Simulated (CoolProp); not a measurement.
Computed with CoolProp (reference Helmholtz-energy equation of state, Lemmon 2006). It is a short technical equation, of lower accuracy than the large ones.

Question: For nitrous oxide, give the phase and the Joule-Thomson coefficient (K/MPa) at 246.4 K and 1.01 bar.

Answer: 
- 246.4 K and 1.01 bar: gas; Joule-Thomson coefficient 17.2
